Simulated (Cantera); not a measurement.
Feed: 1 mol C₂H₄, 0.037 mol O₂, held at 550 K and 10000 Pa.

Equilibrium computed with Cantera from the NASA thermochemical tables; the gas is ideal and each condensed phase is pure. Candidate condensed phases: C, C₆H₆, C₇H₈, C₈H₁₈, H₂O; 110 gas species. The numbers say what is thermodynamically allowed, not how fast it happens.

Base state: CH₄ 0.797, H₂ 0.137, H₂O 0.0653, CO₂ 0.000554, CO 2.02e-5 (mole fractions); condensed: C(graphite).

Task: What changes in the equilibrium state with this change: O₂ from 0.037 to 0.19 mol?

Result: 
```csv
species,before,after
CH₄,0.797,0.594
H₂O,0.0653,0.274
H₂,0.137,0.118
CO₂,0.000554,0.0131
CO,2.02e-5,9.80e-5
"C(graphite), mol",1.11,1.23
```

Task: What changes in the equilibrium state with this change: C₂H₄ replaced by C₃H₈?

Result: 
```tsv
species	before	after
CH₄	0.797	0.827
H₂	0.137	0.140
H₂O	0.0653	0.0335
CO₂	0.000554	0.000140
CO	2.02e-5	1.02e-5
C(graphite), mol	1.11	1.19
```
